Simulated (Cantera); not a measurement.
A closed system holds: 1 mol CH3SiH3, 0.0038 mol C3H8, 1.9 mol H2, held at 2.00 mbar.

Equilibrium computed with Cantera from the NASA thermochemical tables; the gas is ideal and each condensed phase is pure. Candidate condensed phases: C, C6H6, C7H8, C8H18, Si, SiC; 87 gas species. The feed counts by its element totals alone. Kinetics and transport are ignored.

Task: At 1600 K, list the 3 most abundant gas species with their mole fractions, and the condensed phases.

Result: H2 0.999, H 0.00121, C2H2 (acetylene) 2.75e-5. Condensed: C(graphite) + SiC(s).
